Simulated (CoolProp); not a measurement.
Vapour-liquid equilibrium of ethane (1) + hydrogen sulfide (2) at 276.4 K; x and y are mole fractions of (1).

Values from CoolProp's multi-fluid Helmholtz-energy mixture model, Bücker 2006 and Lemmon 2006; pair parameters Kunz 2012.

| x | bubble pressure, mixture model (bar) | bubble pressure, Raoult's law (bar) | y, mixture model | y, Raoult's law |
|---|---|---|---|---|
| 0.05 | 14.21 | 12.07 | 0.212 | 0.107 |
| 0.2 | 19.57 | 14.23 | 0.460 | 0.362 |
| 0.35 | 22.34 | 16.40 | 0.562 | 0.550 |
| 0.5 | 24.10 | 18.57 | 0.636 | 0.695 |
| 0.65 | 25.38 | 20.74 | 0.714 | 0.809 |
| 0.8 | 26.13 | 22.91 | 0.813 | 0.901 |
| 0.95 | 26.07 | 25.07 | 0.945 | 0.977 |

The largest gap from Raoult's law is +37.5 % in bubble pressure, at x = 0.2. y crosses x between x = 0.8 and 0.95: the model has an azeotrope there.

The pair parameters rest on a limited set of measurements; away from them the model extrapolates.
